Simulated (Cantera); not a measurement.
Catalytic combustion on Pt

An isothermal plug-flow reactor at 500 K and 0.200 bar (inlet), inlet velocity 0.35 m/s, active area per volume 3300 1/m; feed H2 : O2 : N2 = 0.0033 : 0.14 : 0.79 (molar parts), equivalence ratio 0.012.

Computed with Cantera and Deutschmann's 1995 Pt surface mechanism with GRI-Mech 3.0 gas chemistry. Catalytic surfaces can have several steady states; this one follows from the mechanism file's or the stated starting coverage. Mass transfer to the wall is taken as infinitely fast.

```csv
z (m),x H2,x O2,x H2O,θ free Pt,θ O*,θ OH*
0.00024,0.00113,0.149,0.00241,0.0112,0.986,0.00317
0.0004,0.000779,0.149,0.00276,0.00768,0.990,0.00274
0.00066,0.000517,0.149,0.00302,0.00509,0.993,0.00230
0.0011,0.000329,0.149,0.00321,0.00324,0.995,0.00187
0.0018,0.000208,0.149,0.00333,0.00206,0.996,0.00151
0.0031,0.000124,0.149,0.00342,0.00123,0.998,0.00118
0.0051,7.62e-5,0.149,0.00347,0.000757,0.998,0.000929
0.0085,4.59e-5,0.149,0.00350,0.000462,0.999,0.000728
0.014,2.77e-5,0.149,0.00351,0.000288,0.999,0.000575
0.024,1.57e-5,0.149,0.00353,0.000178,0.999,0.000453
```
x: gas mole fraction; θ: surface coverage.
